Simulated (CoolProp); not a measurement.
Vapour-liquid equilibrium of nitrogen (1) + carbon monoxide (2) at 106.3 K; x and y are mole fractions of (1).

Computed with CoolProp (multi-fluid Helmholtz-energy mixture model, Span 2000 and Lemmon 2006; pair parameters Gernert 2013).

```tsv
x	bubble pressure (kPa)	y at the bubble point	dew pressure at overall composition x (kPa)	liquid density (mol/L)
0.05	862.4	0.066	857.9	23.88
0.15	899.6	0.191	887.2	23.79
0.25	936.6	0.306	918.4	23.70
0.35	972.9	0.414	951.1	23.61
0.45	1008	0.515	985.3	23.52
0.55	1042	0.610	1021	23.44
0.65	1075	0.701	1057	23.36
0.75	1106	0.788	1092	23.29
0.85	1135	0.873	1127	23.22
0.95	1162	0.958	1160	23.17
```

No azeotrope shows between x = 0.05 and 0.95.

The pair parameters rest on a limited set of measurements; away from them the model extrapolates.
